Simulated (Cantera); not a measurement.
A Cantera script and its output.

```python
import numpy as np
import cantera as ct

gas = ct.Solution("h2o2.yaml")
gas.TPX = 1250, 43000, {'H2': 1.4, 'O2': 1, 'N2': 19, 'H2O': 0.69}
reactor = ct.IdealGasConstPressureReactor(gas, energy="off", clone=False)
net = ct.ReactorNet([reactor])
net.rtol, net.atol = 1e-08, 1e-18
show = ['H2', 'O2', 'HO2', 'H2O', 'H', 'OH', 'H2O2']
times = np.geomspace(0.0004, 2, 11)

steps = ct.SolutionArray(gas, extra=["t"])
rows = []
print(f"{'t/s':>10s}{'T/K':>9s}{'P/Pa':>11s}" + "".join(f"{s:>11s}" for s in show))
for t in times:
    while net.time < t:
        t_next = net.step()
        steps.append(gas.state, t=t_next)
    rows.append([np.interp(t, steps.t, y) for y in (steps.T, steps.P, *steps(*show).X.T)])
    print(f"{t:10.3e}{rows[-1][0]:9.1f}{rows[-1][1]:11.4g}" + "".join(f"{x:11.3e}" for x in rows[-1][2:]))
rate = np.gradient(steps.T, steps.t)
print("integrator steps:", len(steps.t))
if steps.T.max() > steps.T[0] + 200:
    print(f"time of steepest temperature rise: {steps.t[rate.argmax()]:.4e} s")
gas.TPX = 1250, 43000, {'H2': 1.4, 'O2': 1, 'N2': 19, 'H2O': 0.69}
gas.equilibrate("TP")
print(f"equilibrium (TP): T = {gas.T:.1f} K  " + "  ".join(f"{s} {gas[s].X[0]:.3e}" for s in show))
```

Output:

```
       t/s      T/K       P/Pa         H2         O2        HO2        H2O          H         OH       H2O2
 4.000e-04   1250.0    4.3e+04  9.509e-03  2.061e-02  6.036e-06  7.572e-02  1.880e-02  1.971e-03  9.111e-07
 9.375e-04   1250.0    4.3e+04  4.003e-03  1.607e-02  4.891e-06  9.048e-02  4.134e-03  1.134e-03  1.013e-06
 2.197e-03   1250.0    4.3e+04  1.089e-03  1.440e-02  3.777e-06  9.599e-02  4.896e-04  5.302e-04  7.653e-07
 5.149e-03   1250.0    4.3e+04  2.056e-04  1.405e-02  1.978e-06  9.736e-02  3.639e-05  2.165e-04  3.239e-07
 1.207e-02   1250.0    4.3e+04  3.596e-05  1.402e-02  5.739e-07  9.762e-02  2.719e-06  9.166e-05  9.975e-08
 2.828e-02   1250.0    4.3e+04  7.328e-06  1.402e-02  1.412e-07  9.768e-02  2.752e-07  4.356e-05  2.988e-08
 6.629e-02   1250.0    4.3e+04  1.900e-06  1.402e-02  3.973e-08  9.769e-02  3.996e-08  2.324e-05  9.821e-09
 1.554e-01   1250.0    4.3e+04  6.083e-07  1.402e-02  1.335e-08  9.770e-02  7.721e-09  1.354e-05  3.598e-09
 3.641e-01   1250.0    4.3e+04  2.271e-07  1.402e-02  5.492e-09  9.770e-02  1.828e-09  8.391e-06  1.445e-09
 8.534e-01   1250.0    4.3e+04  9.808e-08  1.402e-02  3.085e-09  9.771e-02  5.280e-10  5.521e-06  6.442e-10
 2.000e+00   1250.0    4.3e+04  5.458e-08  1.402e-02  2.488e-09  9.771e-02  2.186e-10  4.058e-06  3.557e-10
integrator steps: 1908
equilibrium (TP): T = 1250.0 K  H2 4.369e-08  O2 1.402e-02  HO2 2.405e-09  H2O 9.771e-02  H 1.551e-10  OH 3.578e-06  H2O2 2.795e-10
```

Cantera simulation using the H2/O2 subset of GRI-Mech 3.0, which has no nitrogen chemistry; the numbers are that mechanism's predictions, not measurements. The temperature is held fixed by assumption; the heat of reaction is taken as removed at once.
